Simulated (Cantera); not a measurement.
Charge: 1 mol Si2Cl6, 2.5 mol N2, 60 mol H2, held at 8.10 Pa.

These are equilibrium values from Cantera (NASA tables, ideal gas, pure condensed phases), not measurements of a reactor. Candidate condensed phases: NH4Cl, Si, Si3N4; 28 gas species. The feed counts by its element totals alone. N2 is the only nitrogen source here; it is nearly inert below about 1500 K, so the nitride shown seldom forms there in practice. The numbers say what is thermodynamically allowed, not how fast it happens.

Which condensed phases are stable at each of these points (T (K)): 1025, 1075, 1125, 1175, 1225, 1275, 1325, 1375, 1425, 1475, 1525, 1575, 1625?


| T (K) | condensed phases | Si condensed (%) |
|---|---|---|
| 1025 | Si3N4(s) | 99.9 |
| 1075 | Si3N4(s) | 99.7 |
| 1125 | Si3N4(s) | 99.0 |
| 1175 | Si3N4(s) | 97.0 |
| 1225 | Si3N4(s) | 92.1 |
| 1275 | Si3N4(s) | 82.4 |
| 1325 | Si3N4(s) | 67.8 |
| 1375 | Si(s) | 55.5 |
| 1425 | Si(s) | 54.4 |
| 1475 | Si(s) | 53.1 |
| 1525 | Si(s) | 51.6 |
| 1575 | Si(s) | 48.9 |
| 1625 | Si(s) | 43.4 |

From 1025 K to 1325 K the condensed part is Si3N4(s). From 1375 K to 1625 K the condensed part is Si(s).
